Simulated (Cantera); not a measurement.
**Ignition delay**

Mixture: CH4 : O2 : N2 : H2O = 1 : 2.56 : 9.64 : 0.38 (molar parts), at 1.01 bar, adiabatic and at constant volume. Ignition delay is the time to a rise of 400 K.

Computed with Cantera and GRI-Mech 3.0 (53 species, 325 reactions).

```tsv
T0 (K)	delay (ms)
1150	84.9
1250	20.4
1350	5.65
1450	1.80
1550	0.665
1650	0.286
```

The apparent activation energy between 1450 and 1650 K is 180 kJ/mol.
